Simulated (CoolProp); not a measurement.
Vapour-liquid equilibrium of neopentane (1) + n-pentane (2) at 0.872 MPa; x and y are mole fractions of (1).

Model: multi-fluid Helmholtz-energy mixture model, Lemmon 2006 and Thol 2019; pair parameters Bell 2016, in CoolProp.

Question: Give the bubble temperature and the first vapour's composition at x = 0.05, 0.2, 0.65. Is there an azeotrope?

Answer: x = 0.05: 389.3 K, y = 0.077; x = 0.2: 384.0 K, y = 0.286; x = 0.65: 370.0 K, y = 0.752. No azeotrope shows between x = 0.05 and 0.95.

Pair parameters are fitted to limited data, so mixtures are less certain than the pure fluids.
